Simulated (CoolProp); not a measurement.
Vapour-liquid equilibrium of R22 (1) + R152A (2) at 9.31 bar; x and y are mole fractions of (1).

Values from CoolProp's multi-fluid Helmholtz-energy mixture model, Kamei 1995 and Outcalt 1996; pair parameters Bell 2016.

| x | bubble temperature, mixture model (K) | bubble temperature, Raoult's law (K) | y, mixture model | y, Raoult's law |
|---|---|---|---|---|
| 0.05 | 313.1 | 312.8 | 0.068 | 0.082 |
| 0.125 | 311.7 | 310.9 | 0.167 | 0.195 |
| 0.2 | 310.3 | 309.2 | 0.262 | 0.299 |
| 0.275 | 308.9 | 307.5 | 0.354 | 0.393 |
| 0.35 | 307.4 | 305.8 | 0.441 | 0.480 |
| 0.425 | 306.0 | 304.3 | 0.525 | 0.560 |
| 0.5 | 304.4 | 302.8 | 0.604 | 0.634 |
| 0.575 | 302.9 | 301.3 | 0.678 | 0.701 |
| 0.65 | 301.3 | 299.9 | 0.748 | 0.764 |
| 0.725 | 299.7 | 298.5 | 0.812 | 0.822 |
| 0.8 | 298.1 | 297.2 | 0.871 | 0.875 |
| 0.875 | 296.6 | 296.0 | 0.924 | 0.925 |
| 0.95 | 295.0 | 294.8 | 0.972 | 0.971 |

The largest gap from Raoult's law is +1.7 K in bubble temperature, at x = 0.425. No azeotrope shows between x = 0.05 and 0.95.

The pair parameters rest on a limited set of measurements; away from them the model extrapolates.
